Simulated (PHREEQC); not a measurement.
## Copper plating or etch bath: speciation

Solution (76 °C): 0.11 mol/kgw Cu(NO3)2, 0.00079 mol/kgw HCl and 0.00023 mol/kgw NaCl. Closed to the air; pH follows from the charge balance.

The numbers come from PHREEQC with the ion-association model, phreeqc.dat.

Each row changes one thing in this solution. This is a speciation only: nothing precipitates in the calculation.

```csv
case,pH,Cl- (mol/kgw),SI of Halite (NaCl)
as made,3.19,0.000629,-8.78
HCl left out,3.61,0.000142,-9.43
Cu(NO3)2 left out,3.12,0.00102,-8.27
diluted 2-fold with water,3.45,0.000368,-9.26
0.0059 mol/kgw H2SO4 added,2.08,0.000636,-8.78
temperature from 76 to 15 °C,3.21,0.000971,-8.52
Cu(NO3)2 from 0.11 to 0.055 mol/kgw,3.20,0.000736,-8.66
```

Species that the database lacks are ignored. Constants without temperature data keep their 25 °C values here.
